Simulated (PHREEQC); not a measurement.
A PHREEQC input (ion-association model, wateq4f.dat):

```
SOLUTION 1
  temp 20
  units mg/kgw
  pH 6.84
  pe 0.5
  Na 3980
  K 105
  Ca 805
  Mg 130
  Cl 7450
  S(6) 1360 as SO4
  Alkalinity 76.7 as HCO3
  Sr 217
END
USE solution 6
EQUILIBRIUM_PHASES 1
  Gypsum 0 0
  CO2(g) -2 10
END
```

It stops with these messages:

```
ERROR: Solution 6 not found.
```

The fault: USE names a solution that was never defined. The line should read `USE solution 1` where the input has `USE solution 6`. With the mend the run ends at pH 6.70 and ionic strength 0.260 mol/kgw.
